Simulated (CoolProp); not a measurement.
Vapour-liquid equilibrium of o-xylene (1) + n-decane (2) at 8.7 kPa; x and y are mole fractions of (1).

Values from CoolProp's multi-fluid Helmholtz-energy mixture model, Zhou 2012 and Lemmon 2006; pair parameters Bell 2016.

```
x     bubble temperature, mixture model (K)  bubble temperature, Raoult's law (K)  y, mixture model  y, Raoult's law
----  -------------------------------------  ------------------------------------  ----------------  ---------------
0.05                                  368.6                                 368.6             0.128            0.130
0.2                                   362.9                                 362.9             0.422            0.423
0.35                                  358.0                                 358.1             0.619            0.619
0.5                                   354.0                                 354.1             0.755            0.756
0.65                                  350.5                                 350.6             0.853            0.855
0.8                                   347.4                                 347.5             0.926            0.928
0.95                                  344.7                                 344.7             0.984            0.984
```

The largest gap from Raoult's law is -0.1 K in bubble temperature, at x = 0.5. No azeotrope shows between x = 0.05 and 0.95.

The pair parameters rest on a limited set of measurements; away from them the model extrapolates.
